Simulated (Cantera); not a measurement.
A closed system holds: 1 mol MgO, 44 mol HCl, 0.28 mol O₂, at 1875 K and 1.00 Torr.

Method: chemical equilibrium by Gibbs-energy minimisation in Cantera with the NASA 1993 tables (ideal gas, pure condensed phases). Kinetics and transport are ignored.

```tsv
species	before	after
HCl	0.843	0.904
H₂O	0.0337	0.0347
Cl	0.0743	0.0338
H₂	0.0238	0.00441
MgCl₂	0.0218	0.0223
Mg	2.43e-5	2.89e-7
MgCl	3.39e-5	2.13e-6
H	0.00277	0.000211
O	2.70e-5	3.11e-6
OH	0.000306	8.05e-5
O₂	1.68e-5	1.11e-5
```
Gas species are given as mole fractions.

Problem. Name the change that produced these shifts.
(A) pressure from 1.00 Torr to 0.0900 Torr
(B) temperature from 1875 K to 975 K
(C) HCl from 44 to 2.3 mol
(D) temperature from 1875 K to 1675 K

Solution. D, temperature from 1875 K to 1675 K
